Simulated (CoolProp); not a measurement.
Computed with CoolProp (reference Helmholtz-energy equation of state, Penoncello 2003).

Problem. Give the vapour pressure (kPa), vapour density (kg/m³), liquid viscosity (µPa s), vapour viscosity (µPa s) of saturated CHF3 (R23) at 155.6, 158.5 K.

Solution. 
```
T (K)  p (kPa)  vapour density (kg/m³)  liquid viscosity (µPa s)  vapour viscosity (µPa s)
-----  -------  ----------------------  ------------------------  ------------------------
155.6     7.43                   0.405                       611                      7.50
158.5     9.68                   0.519                       571                      7.67
```

Viscosity comes from a separate model (Shan 2000).
